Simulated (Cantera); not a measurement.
Feed: 1 mol MgCO₃, 0.37 mol SO₂, 0.64 mol CO₂, equilibrated at 725 K and 2.10 bar.

Equilibrium computed with Cantera from the NASA thermochemical tables; the gas is ideal and each condensed phase is pure. Gases not in the tables: S₃ to S₇. Equilibrium is a limit: real reactors are often held back by kinetics, nucleation or transport.

```json
[
 {"species": "CO₂", "before": "0.971", "after": "0.560"},
 {"species": "SO₂", "before": "0.0125", "after": "0.409"},
 {"species": "S₈", "before": "0.00607", "after": "0.0180"},
 {"species": "S₂", "before": "0.00888", "after": "0.0117"},
 {"species": "CO", "before": "4.38e-5", "after": "4.73e-6"},
 {"species": "COS", "before": "0.00163", "after": "0.000202"},
 {"species": "S₂O", "before": "0.000272", "after": "0.00191"},
 {"species": "MgO(s), mol", "before": "0.767", "after": "0"},
 {"species": "MgSO₄(s), mol", "before": "0.233", "after": "1.00"}
]
```
Gas species are given as mole fractions.

Question: Name the change that produced these shifts.
A. temperature from 725 K to 1150 K
B. SO₂ from 0.37 to 0.69 mol
C. SO₂ from 0.37 to 2.7 mol
D. temperature from 725 K to 1000 K

Answer: C, SO₂ from 0.37 to 2.7 mol
